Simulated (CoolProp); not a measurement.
o-xylene at 353.72 K and 0.00495 MPa is compressed adiabatically to 0.032 MPa with isentropic efficiency 0.9. Each further row changes one setting.

Model: reference Helmholtz-energy equation of state, Zhou 2012, in CoolProp.

```csv
case,work (kJ/kg),final temperature (K),final density (kg/m³)
as stated,59.8,…,…
efficiency 1,…,390.5,…
efficiency 0.65,…,…,…
```

Q: Complete the blanks.

A: 
- as stated, final temperature (K): 394.3
- as stated, final density (kg/m³): 1.06
- efficiency 1, work (kJ/kg): 53.8
- efficiency 1, final density (kg/m³): 1.07
- efficiency 0.65, work (kJ/kg): 82.8
- efficiency 0.65, final temperature (K): 408.3
- efficiency 0.65, final density (kg/m³): 1.02
